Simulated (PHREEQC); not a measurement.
## Spent oxide etchant

Solution (20 °C): 0.012 mol/kgw NH4HF2, 0.098 mol/kgw (NH4)2SiF6 and 0.034 mol/kgw H3PO4. Closed to the air; pH follows from the charge balance.

The numbers come from PHREEQC with the ion-association model, wateq4f.dat.

This is a speciation only: nothing precipitates in the calculation.

Predict the pH, activity of water, ionic strength.

pH 2.09; activity of water 0.994; ionic strength 0.316 mol/kgw.

In which forms is P present?

H2PO4- 57 %, H3PO4 43 % of the P.

Species that the database lacks are ignored. H3PO4, which wateq4f.dat lacks, is added to it with the constant of phreeqc.dat. SiF6-2 is the database's only silicon fluoride.
